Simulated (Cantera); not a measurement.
Input (Python, Cantera) and output of one run.

```python
import numpy as np
import cantera as ct

gas_names = """
    CL CL2 H HCL H2 N NH NH2 NH3 N2 N2H2 N2H4 Si SiCL SiCL2 SiCL3 SiCL4 SiH SiHCL3 SiH2 SiH2CL2 SiH3
    SiH3CL SiH4 SiN Si2 Si2N Si3
""".split()
cond_names = """
    NH4CL(a) NH4CL(b) Si(cr) Si(L) Si3N4(a)
""".split()


# ... load() reads the species with a 1 bar reference pressure and builds the phases ...
atoms = {
    'SiHCl3': {'Si': 1, 'H': 1, 'CL': 3},
    'N2': {'N': 2},
}
top_T = {'Si3N4(a)': 2400}  # K; cautious upper limits of use, not melting points


# ... equilibrate(T, P, feed) seeds the gas with the atoms and calls Mixture.equilibrate('TP', solver="vcs", rtol=1e-11, max_steps=5000) ...
results = []
feed = {'SiHCl3': 1, 'N2': 19}  # mol
T = 1298  # K
for P in [100, 460, 2100, 9600, 44000, 200000]:
    mix = equilibrate(T, P, feed)
    results.append((T, P, feed, dict(zip(mix.species_names, mix.species_moles))))
    x = sorted(zip(gas.X, gas.species_names), reverse=True)
    print(f"T = {T:g} K  P = {P:g} Pa  gas = {mix.phase_moles(0):.4g} mol")
    print("   x: " + "  ".join(f"{s} {v:.3e}" for v, s in x if v > 1e-06))
    print("   condensed (mol): " + ("  ".join(f"{mix.phase(i).name} {mix.phase_moles(i):.4g}"
          for i in range(1, mix.n_phases) if mix.phase_moles(i) > 1e-12) or "none"))
```

Result:

```
T = 1298 K  P = 100 Pa  gas = 20.5 mol
   x: N2 9.180e-01  HCL 4.469e-02  SiCL2 1.677e-02  SiCL4 1.255e-02  SiCL3 5.935e-03  H2 2.034e-03  CL 2.834e-05  SiHCL3 2.578e-05  H 1.528e-06
   condensed (mol): Si3N4(a) 0.09223
T = 1298 K  P = 460 Pa  gas = 20.3 mol
   x: N2 9.232e-01  HCL 4.497e-02  SiCL4 1.948e-02  SiCL2 5.847e-03  SiCL3 4.365e-03  H2 2.128e-03  SiHCL3 4.160e-05  CL 1.300e-05
   condensed (mol): Si3N4(a) 0.1322
T = 1298 K  P = 2100 Pa  gas = 20.21 mol
   x: N2 9.255e-01  HCL 4.450e-02  SiCL4 2.307e-02  SiCL3 2.631e-03  H2 2.463e-03  SiCL2 1.794e-03  SiHCL3 5.764e-05  CL 5.595e-06
   condensed (mol): Si3N4(a) 0.1477
T = 1298 K  P = 9600 Pa  gas = 20.18 mol
   x: N2 9.265e-01  HCL 4.361e-02  SiCL4 2.484e-02  H2 2.936e-03  SiCL3 1.476e-03  SiCL2 5.244e-04  SiHCL3 7.549e-05  CL 2.349e-06
   condensed (mol): Si3N4(a) 0.1523
T = 1298 K  P = 44000 Pa  gas = 20.16 mol
   x: N2 9.271e-01  HCL 4.246e-02  SiCL4 2.583e-02  H2 3.518e-03  SiCL3 8.059e-04  SiCL2 1.503e-04  SiHCL3 9.657e-05
   condensed (mol): Si3N4(a) 0.1527
T = 1298 K  P = 200000 Pa  gas = 20.16 mol
   x: N2 9.276e-01  HCL 4.111e-02  SiCL4 2.649e-02  H2 4.190e-03  SiCL3 4.370e-04  SiHCL3 1.218e-04  SiCL2 4.310e-05
   condensed (mol): Si3N4(a) 0.1513
```

These are equilibrium values from Cantera (NASA tables, ideal gas, pure condensed phases), not measurements of a reactor. N2 is the only nitrogen source here; it is nearly inert below about 1500 K, so the nitride shown seldom forms there in practice. The tables' values for SiCl3 are old estimates; treat these amounts as uncertain.
